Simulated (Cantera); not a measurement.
Input: 1 mol Al, 0.82 mol H₂O, 5.3 mol H₂, equilibrated at 1748 K.

These are equilibrium values from Cantera (NASA tables, ideal gas, pure condensed phases), not measurements of a reactor. Candidate condensed phases: Al, Al₂O₃, H₂O; 19 gas species. Mutual solubility and eutectic melting of coexisting phases are not modelled. Kinetics and transport are ignored.

**Question.** Which condensed phases are stable at each of these points (P (Pa)): 10, 41, 160, 670, 2700, 11000, 45000, 180000, 740000, 3000000?

**Answer.** 
```
P (Pa)   condensed phases  Al condensed (%)
-------  ----------------  ----------------
10               Al₂O₃(s)              47.8
41               Al₂O₃(s)              45.6
160              Al₂O₃(s)              43.5
670              Al₂O₃(s)              41.3
2700     Al(l) + Al₂O₃(s)              58.6
11000    Al(l) + Al₂O₃(s)              89.9
45000    Al(l) + Al₂O₃(s)              97.5
180000   Al(l) + Al₂O₃(s)              99.3
740000   Al(l) + Al₂O₃(s)              99.8
3000000  Al(l) + Al₂O₃(s)              99.9
```

From 0.0750 Torr to 5.03 Torr the condensed part is Al₂O₃(s). From 20.3 Torr to 22500 Torr the condensed part is Al(l) + Al₂O₃(s).
